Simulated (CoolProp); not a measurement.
Values from CoolProp's reference Helmholtz-energy equation of state, Wu 2011.

### Question
For dimethyl ether, give the phase and the speed of sound (m/s) at 312.2 K and 2.89 bar; 498.4 K and 2.89 bar.

### Answer
- 312.2 K and 2.89 bar: gas; speed of sound 245
- 498.4 K and 2.89 bar: gas; speed of sound 312
